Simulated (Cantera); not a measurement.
**FeCl₃ + N₂ (halide evaporation, hydrolysis and transport)**

Feed: 1 mol FeCl₃, 17 mol N₂, equilibrated at 0.133 bar.

These are equilibrium values from Cantera (NASA tables, ideal gas, pure condensed phases), not measurements of a reactor. Candidate condensed phases: Fe, FeCl₂, FeCl₃; 10 gas species. Kinetics and transport are ignored.

At 450 °C the condensed part is FeCl₂(s). From 600 °C to 1950 °C nothing is condensed. The main Fe-bearing gas is Fe₂Cl₆ at 450 °C and FeCl₂ at 1950 °C.

| T (°C) | x N₂ | x FeCl₂ | x Cl | x FeCl₃ | x Fe₂Cl₆ | x Cl₂ | x Fe₂Cl₄ | x Fe | n FeCl₂(s) |
|---|---|---|---|---|---|---|---|---|---|
| 450 | 0.966 | 3.31e-5 | 7.54e-8 | 0.0119 | 0.0220 | 0.000452 | 1.29e-6 | <1e-12 | 0.0153 |
| 600 | 0.949 | 0.00190 | 3.87e-6 | 0.0431 | 0.00535 | 0.00102 | 6.77e-5 | <1e-12 | 0 |
| 750 | 0.941 | 0.00892 | 9.98e-5 | 0.0455 | 0.000375 | 0.00449 | 8.22e-5 | <1e-12 | 0 |
| 900 | 0.934 | 0.0220 | 0.000997 | 0.0327 | 2.57e-5 | 0.0106 | 5.89e-5 | <1e-12 | 0 |
| 1050 | 0.925 | 0.0362 | 0.00518 | 0.0181 | 1.70e-6 | 0.0155 | 3.09e-5 | <1e-12 | 0 |
| 1200 | 0.915 | 0.0457 | 0.0162 | 0.00807 | 1.02e-7 | 0.0148 | 1.35e-5 | <1e-12 | 0 |
| 1350 | 0.905 | 0.0503 | 0.0325 | 0.00299 | 5.37e-9 | 0.00890 | 5.70e-6 | 1.45e-11 | 0 |
| 1500 | 0.899 | 0.0519 | 0.0449 | 0.000969 | 2.58e-10 | 0.00349 | 2.56e-6 | 1.23e-9 | 0 |
| 1650 | 0.896 | 0.0524 | 0.0501 | 0.000311 | 1.39e-11 | 0.00113 | 1.26e-6 | 7.10e-8 | 0 |
| 1800 | 0.895 | 0.0525 | 0.0518 | 0.000110 | 1.01e-12 | 0.000383 | 6.82e-7 | 2.57e-6 | 0 |
| 1950 | 0.895 | 0.0525 | 0.0524 | 4.37e-5 | <1e-12 | 0.000145 | 4.00e-7 | 5.89e-5 | 0 |
x: gas mole fraction; n: condensed amount in mol.
